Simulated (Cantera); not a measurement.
Equilibrium for silicon epitaxy and polysilicon growth: SiH4 + HCl + N2

Input: 1 mol SiH4, 0.55 mol HCl, a varied amount of N2, equilibrated at 977 °C and 0.100 bar.

Cantera equilibrium calculation (NASA polynomials, part measured and part estimated; ideal gas, pure solids and liquids). Candidate condensed phases: NH4Cl, Si, Si3N4; 28 gas species. N2 is the only nitrogen source here; it is nearly inert below about 1500 K, so the nitride shown seldom forms there in practice. Kinetics and transport are ignored.

```
n(N2) (mol)   x N2    x H2    x HCl  x SiCl4  x SiCl2  x SiCl3  n Si3N4(s)
-----------  -----  ------  -------  -------  -------  -------  ----------
6.4          0.692   0.242   0.0663  2.70e-5  6.83e-6  5.07e-6       0.333
7.8          0.737   0.207   0.0567  1.90e-5  5.61e-6  3.85e-6       0.333
9.6          0.778   0.174   0.0478  1.30e-5  4.56e-6  2.88e-6       0.333
12           0.816   0.144   0.0396  8.63e-6  3.66e-6  2.10e-6       0.333
14           0.839   0.126   0.0346  6.48e-6  3.14e-6  1.68e-6       0.333
18           0.872   0.101   0.0276  4.03e-6  2.44e-6  1.17e-6       0.333
22           0.893  0.0837   0.0230  2.75e-6  2.00e-6  8.78e-7       0.333
27           0.912  0.0693   0.0190  1.86e-6  1.63e-6  6.51e-7       0.333
33           0.927  0.0573   0.0158  1.26e-6  1.34e-6  4.85e-7       0.333
40           0.939  0.0478   0.0131  8.67e-7  1.11e-6  3.66e-7       0.333
49           0.950  0.0393   0.0108  5.83e-7  9.03e-7  2.71e-7       0.333
60           0.959  0.0323  0.00888  3.92e-7  7.38e-7  2.01e-7       0.333
```
x: gas mole fraction; n: condensed amount in mol.

From 6.4 mol N2 to 60 mol N2 the condensed part is Si3N4(s). The main Si-bearing gas is SiCl4 at 6.4 mol N2 and SiCl2 at 60 mol N2.
